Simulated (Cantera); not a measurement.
An isothermal, constant-pressure homogeneous reactor starts with 11.0 % C₃H₈, 89.0 % H₂, at 1275 K and 0.266 atm.

Model: GRI-Mech 3.0 (53 species, 325 reactions), integrated in Cantera. GRI-Mech 3.0 was tuned for natural gas; its chemistry of propane as a main component is partial and can be far from experiment. GRI-Mech 3.0 stops at C3 and has no aromatics, soot or wall deposition, so with more carbon than oxygen in the feed, carbon stays in small species such as C2H2 where larger ones or solid carbon would form.

x: mole fraction; the columns are a selection and need not sum to one.

| t (s) | x C₃H₈ | x H₂ | x C₂H | x CH₄ | x H |
|---|---|---|---|---|---|
| 4.00e-6 | 0.110 | 0.890 | <1e-12 | 2.99e-6 | … |
| 1.63e-5 | 0.110 | 0.890 | <1e-12 | 6.20e-5 | … |
| 6.63e-5 | 0.108 | 0.889 | <1e-12 | 0.00123 | … |
| 0.000270 | 0.0945 | 0.878 | <1e-12 | 0.0126 | … |
| 0.00110 | 0.0494 | 0.843 | 6.50e-12 | 0.0513 | … |
| 0.00447 | 0.00436 | 0.807 | 4.40e-11 | 0.0927 | … |
| 0.0182 | 9.05e-5 | 0.804 | 3.31e-11 | 0.0978 | … |
| 0.0741 | 3.01e-6 | 0.804 | 5.15e-11 | 0.0989 | … |
| 0.302 | 1.92e-6 | 0.805 | 9.27e-11 | 0.102 | … |
| 1.23 | 1.17e-6 | 0.802 | 1.02e-10 | 0.111 | … |
| 5.00 | 9.77e-7 | 0.787 | 7.50e-11 | 0.136 | … |

Question: Some entries are withheld; supply them.

Answer: 
- 4.00e-6, x H: 1.25e-6
- 1.63e-5, x H: 5.41e-6
- 6.63e-5, x H: 1.99e-5
- 0.000270, x H: 3.65e-5
- 0.00110, x H: 4.11e-5
- 0.00447, x H: 2.97e-5
- 0.0182, x H: 8.97e-6
- 0.0741, x H: 6.83e-6
- 0.302, x H: 5.93e-6
- 1.23, x H: 4.84e-6
- 5.00, x H: 3.86e-6
